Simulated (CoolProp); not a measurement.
Vapour-liquid equilibrium of hydrogen sulfide (1) + isobutane (2) at 2.22 MPa; x and y are mole fractions of (1).

Model: multi-fluid Helmholtz-energy mixture model, Lemmon 2006 and Bücker 2006; pair parameters Kunz 2012, in CoolProp.

```tsv
x	bubble temperature (°C)	y at the bubble point	dew temperature at overall composition x (°C)	liquid density (mol/L)
0.05	(withheld)	0.128	102.9	7.649
0.15	82.4	0.368	(withheld)	8.683
0.25	69.0	0.548	90.2	9.716
0.35	58.7	0.668	83.6	(withheld)
0.45	51.0	0.749	76.5	(withheld)
0.55	45.1	0.807	68.8	13.06
0.65	40.6	0.853	60.3	(withheld)
0.75	(withheld)	0.894	50.9	16.13
0.85	33.4	0.934	(withheld)	18.20
0.95	30.4	0.977	32.2	20.84
```

**Question.** Fill in the missing entries.

**Answer.** 
- 0.05, bubble temperature (°C): 98.0
- 0.15, dew temperature at overall composition x (°C): 96.6
- 0.35, liquid density (mol/L): 10.76
- 0.45, liquid density (mol/L): 11.85
- 0.65, liquid density (mol/L): 14.45
- 0.75, bubble temperature (°C): 36.8
- 0.85, dew temperature at overall composition x (°C): 40.9

No azeotrope shows between x = 0.05 and 0.95.

Pair parameters are fitted to limited data, so mixtures are less certain than the pure fluids. The gap from Raoult's law changes sign with composition, which may be real or a fault of the pair parameters; it wasn't checked against measurements.
